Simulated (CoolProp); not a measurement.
Vapour-liquid equilibrium of sulfur dioxide (1) + toluene (2) at 289.3 K; x and y are mole fractions of (1).

Values from CoolProp's multi-fluid Helmholtz-energy mixture model, Gao 2016 and Lemmon 2006; pair parameters Bell 2016.

```csv
x,"bubble pressure, mixture model (bar)","bubble pressure, Raoult's law (bar)","y, mixture model","y, Raoult's law"
0.05,0.1253,0.1668,…,0.865
0.125,0.3090,0.3815,0.933,0.946
0.2,…,0.5962,0.964,0.968
0.275,0.7538,0.8109,0.977,0.979
0.35,0.9941,1.026,0.985,0.985
0.425,…,1.240,0.989,0.989
0.5,1.468,1.455,0.992,0.992
0.575,…,1.670,0.994,0.994
0.65,…,1.885,…,0.996
0.725,2.115,2.099,0.997,0.997
0.8,…,2.314,0.998,0.998
0.875,2.524,2.529,0.999,0.999
0.95,…,2.743,0.999,1.000
```

Problem. Complete the blanks.

Solution. 
- 0.05, y, mixture model: 0.820
- 0.2, bubble pressure, mixture model (bar): 0.5220
- 0.425, bubble pressure, mixture model (bar): 1.234
- 0.575, bubble pressure, mixture model (bar): 1.693
- 0.65, bubble pressure, mixture model (bar): 1.907
- 0.65, y, mixture model: 0.995
- 0.8, bubble pressure, mixture model (bar): 2.319
- 0.95, bubble pressure, mixture model (bar): 2.738

The largest gap from Raoult's law is -24.9 % in bubble pressure, at x = 0.05. No azeotrope shows between x = 0.05 and 0.95.

Pair parameters are fitted to limited data, so mixtures are less certain than the pure fluids. The gap from Raoult's law changes sign with composition, which may be real or a fault of the pair parameters; it wasn't checked against measurements.
